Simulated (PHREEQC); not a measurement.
A made-up water analysis in mg/L, 25 °C, pH 6.67, pe 8.6:

| constituent | mg/L |
|---|---|
| Na | 57 |
| K | 5.57 |
| Ca | 17.4 |
| Mg | 56.2 |
| Cl | 11.3 |
| S(6) as SO4 | 147 |
| Alkalinity as HCO3 | 196 |
| N(5) as NO3 | 0.044 |
| Sr | 14.1 |

Valence states are taken as typed.

Computed with PHREEQC (ion-association model, phreeqc.dat).

Task: The ionic strength comes out as 0.0106 mol/kgw. What activity coefficients do Ca+2, Mg+2, Sr+2, CaHCO3+, K+ get?

Result: Ca+2 0.66, Mg+2 0.67, Sr+2 0.67, CaHCO3+ 0.90, K+ 0.90.

This is a speciation only: nothing precipitates in the calculation.
